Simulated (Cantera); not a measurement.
Standard-state values (1 bar) from the NASA 1993 polynomials, evaluated with Cantera. Values are per mole of reaction as written; species without (g) are pure solids or liquids, kept so even where they would boil at 1 bar.

2 Ti + O2(g) = 2 TiO(g)

```tsv
T (K)	ΔH° (kJ)	ΔS° (J/K)	ΔG° (kJ)	log10 K
1425	(withheld)	(withheld)	(withheld)	(withheld)
1475	76.6	163.1	-163.9	5.81
1525	75.4	162.3	-172.1	5.89
1575	74.0	161.4	-180.2	5.98
1625	72.5	160.5	-188.2	6.05
1675	71.0	159.5	-196.2	6.12
1725	(withheld)	(withheld)	(withheld)	(withheld)
1775	67.7	157.6	-212.1	6.24
```

Some entries are withheld; supply them.


- 1425, ΔH° (kJ): 77.9
- 1425, ΔS° (J/K): 163.9
- 1425, ΔG° (kJ): -155.8
- 1425, log10 K: 5.71
- 1725, ΔH° (kJ): 69.4
- 1725, ΔS° (J/K): 158.6
- 1725, ΔG° (kJ): -204.2
- 1725, log10 K: 6.18
